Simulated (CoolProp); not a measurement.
Vapour-liquid equilibrium of carbon monoxide (1) + methane (2) at 107.1 K; x and y are mole fractions of (1).

Model: multi-fluid Helmholtz-energy mixture model, Lemmon 2006 and Setzmann 1991; pair parameters Kunz 2012, in CoolProp.

| x | bubble pressure (kPa) | y at the bubble point | dew pressure at overall composition x (kPa) | liquid density (mol/L) |
|---|---|---|---|---|
| 0.05 | 115.2 | 0.425 | 71.82 | 26.68 |
| 0.2 | 262.6 | 0.776 | 84.55 | 26.47 |
| 0.35 | 404.0 | 0.873 | 102.7 | 26.19 |
| 0.5 | 527.3 | 0.917 | 130.9 | 25.83 |
| 0.65 | 633.4 | 0.944 | 180.1 | 25.36 |
| 0.8 | 733.4 | 0.966 | 288.1 | 24.77 |
| 0.95 | 845.2 | 0.990 | 659.9 | 24.03 |

No azeotrope shows between x = 0.05 and 0.95.

The pair parameters rest on a limited set of measurements; away from them the model extrapolates.
